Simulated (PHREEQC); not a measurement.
## Nickel, zinc or cadmium bath (model solution)

Consider water at 25 °C with 0.003 mol ZnCl2, 0.21 mol MnSO4 and 0.083 mol FeSO4 per kg of water. Closed to the air; pH follows from the charge balance.

Computed with PHREEQC (ion-association model, phreeqc.dat).

The pH is 5.98 and the ionic strength comes out as 0.580 mol/kgw. The activity of water is 0.992. The specific conductance is 18700 µS/cm and the density comes out as 1.038 g/cm³.

| species | molality | activity | log γ |
|---|---|---|---|
| SO4-2 | 0.142 | 0.0275 | -0.714 |
| MnSO4 | 0.106 | 0.121 | 0.058 |
| Mn+2 | 0.103 | 0.0248 | -0.621 |
| FeSO4 | 0.0419 | 0.0479 | 0.058 |
| Fe+2 | 0.0410 | 0.00980 | -0.621 |
| Cl- | 0.00541 | 0.00347 | -0.194 |
| ZnSO4 | 0.00110 | 0.00126 | 0.058 |

Precipitation was switched off in this run. Complexes and solids missing from the database can't appear.
